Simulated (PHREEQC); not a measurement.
2.1 g of hydrous ferric oxide (600 m²/g; 0.2 weak and 0.005 strong sites per Fe, Dzombak-Morel constants, diffuse double layer) in 1 kg of water with 0.01 mol/kgw of an inert sodium salt and 0.00016 mol/kgw BaCl2, at 25 °C; the pH is set by adding NaOH or the inert anion's acid. Oxygen is held at 0.21 atm. The system is closed to CO2. No solid was allowed to form.

Model: ion-association model, wateq4f.dat, run in PHREEQC.

```tsv
pH	Ba sorbed (%)	surface charge σ (C/m²)	surface potential ψ (mV)
4	0.0	0.225	183
4.67	0.0	0.149	163
5.33	0.0	0.091	138
6	0.3	0.051	110
6.67	3.7	___	78
7.33	26.0	0.012	45
8.67	76.4	-0.006	-26
9.33	93.8	-0.018	-61
10	99.5	-0.037	-94
10.67	100.0	-0.070	-125
11.33	100.0	___	___
12	100.0	-0.216	-164
```

Q: What belongs in the gaps?

A: 
- 6.67, surface charge σ (C/m²): 0.026
- 11.33, surface charge σ (C/m²): -0.124
- 11.33, surface potential ψ (mV): -149
